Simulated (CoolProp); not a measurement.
R365MFC at 331.65 K and 0.145 MPa is compressed adiabatically to 0.511 MPa with isentropic efficiency 0.8. Each further row changes one setting.

Values from CoolProp's reference Helmholtz-energy equation of state, Lemmon 2016.

```tsv
case	work (kJ/kg)	final temperature (K)	final phase	final density (kg/m³)
as stated	27.5	367.5	two-phase, vapour fraction 0.975	29.6
efficiency 1	22.0	367.5	two-phase, vapour fraction 0.941	30.6
efficiency 0.65	33.8	369.5	gas	28.6
```
